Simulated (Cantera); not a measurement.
A closed system holds: 1 mol C2H6, 0.073 mol NH3, 0.49 mol H2, 1.3 mol O2, at 1975 K and 12.0 Pa.

Equilibrium computed with Cantera from the NASA thermochemical tables; the gas is ideal and each condensed phase is pure. Candidate condensed phases: C, C6H6, C7H8, C8H18, H2O; 136 gas species. Rates play no part.

Base state: H2 0.480, CO 0.326, H2O 0.0869, H 0.0865, CO2 0.0131, N2 0.00619, OH 0.00149, O 0.000198 (mole fractions); condensed: gas only.

What changes in the equilibrium state with this change: temperature from 1975 K to 2675 K?


| species | before | after |
|---|---|---|
| H | 0.0865 | 0.703 |
| CO | 0.326 | 0.208 |
| O | 0.000198 | 0.0580 |
| H2 | 0.480 | 0.0223 |
| H2O | 0.0869 | 0.000363 |
| CO2 | 0.0131 | 0.000510 |
| O2 | 1.55e-5 | 0.000384 |
| NO | 5.44e-6 | 9.05e-5 |
| OH | 0.00149 | 0.00287 |
| N2 | 0.00619 | 0.00376 |
